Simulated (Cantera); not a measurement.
What does this Cantera script print?

```python
import numpy as np
import cantera as ct

gas = ct.Solution("gri30.yaml")


def delay(T, t_max=10):
    gas.TPX = T, 100000, {'CH4': 1, 'O2': 1.54, 'N2': 5.78}
    reactor = ct.IdealGasConstPressureReactor(gas, clone=False)
    net = ct.ReactorNet([reactor])
    net.rtol, net.atol = 1e-8, 1e-16
    while net.time < t_max:
        t_old, T_old = net.time, reactor.T
        net.step()
        if reactor.T > T + 400:  # ignition: a rise of 400 K
            return t_old + (T + 400 - T_old) / (reactor.T - T_old) * (net.time - t_old)
    return np.nan


taus = []
for T in [1225, 1300, 1375, 1450, 1525]:
    taus.append(delay(T))
    print(f"T0 = {T:6g} K   tau = {taus[-1]:.4e} s")

# d ln(tau) / d ln(k), from doubling and halving each rate constant
T, sens = 1525, []
for i in range(gas.n_reactions):
    gas.set_multiplier(2.0, i)
    up = delay(T)
    gas.set_multiplier(0.5, i)
    down = delay(T)
    gas.set_multiplier(1.0, i)
    sens.append((np.log(up / down) / np.log(4.0), gas.reaction(i).equation))
sens.sort(key=lambda x: -abs(x[0]))
print(f"sensitivities at {T} K")
for s, eq in sens[:10]:
    print(f"{s:8.3f}  {eq}")
```

Output:

```
T0 =   1225 K   tau = 3.7119e-02 s
T0 =   1300 K   tau = 1.3519e-02 s
T0 =   1375 K   tau = 5.2893e-03 s
T0 =   1450 K   tau = 2.2248e-03 s
T0 =   1525 K   tau = 1.0136e-03 s
sensitivities at 1525 K
  -0.436  CH3 + O2 <=> CH3O + O
  -0.325  H + O2 <=> O + OH
   0.322  2 CH3 (+M) <=> C2H6 (+M)
   0.253  CH4 + H <=> CH3 + H2
  -0.180  CH3 + O2 <=> CH2O + OH
  -0.144  CH3 + HO2 <=> CH3O + OH
  -0.127  2 CH3 <=> C2H5 + H
  -0.110  CH2O + CH3 <=> CH4 + HCO
  -0.106  CH2O + O2 <=> HCO + HO2
  -0.102  CH3O + O2 <=> CH2O + HO2
```

Detailed kinetics in Cantera: GRI-Mech 3.0 (53 species, 325 reactions).
